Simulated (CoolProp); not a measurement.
Ethanol along the isotherm 577.4 K: Z from the reference equation and from simpler models built on Tc = 514.7 K, pc = 6.268 MPa, ω = 0.644; each cubic takes its own stable root.

Model: reference Helmholtz-energy equation of state, Schroeder 2014, in CoolProp.

```
p (MPa)          phase  reference  van der Waals  Redlich-Kwong  Soave-Redlich-Kwong
-------  -------------  ---------  -------------  -------------  -------------------
0.979              gas     0.9729         0.9641         0.9612               0.9672
1.96               gas     0.9445         0.9259         0.9208               0.9335
2.94               gas     0.9147         0.8851         0.8786               0.8991
3.92               gas     0.8830         0.8411         0.8342               0.8638
4.9                gas     0.8492         0.7929         0.7873               0.8278
5.88               gas     0.8125         0.7393         0.7375               0.7912
6.86     supercritical     0.7723         0.6783         0.6844               0.7544
7.83     supercritical     0.7285         0.6083         0.6289               0.7182
8.81     supercritical     0.6797         0.5309         0.5717               0.6829
9.79     supercritical     0.6270         0.4766         0.5202               0.6503
10.8     supercritical     0.5717         0.4607         0.4835               0.6217
11.8     supercritical     0.5216         0.4647         0.4660               0.6000
12.7     supercritical     0.4855         0.4756         0.4615               0.5867
13.7     supercritical     0.4591         0.4915         0.4641               0.5785
14.7     supercritical     0.4459         0.5097         0.4713               0.5759
15.7     supercritical     0.4418         0.5292         0.4814               0.5777
```
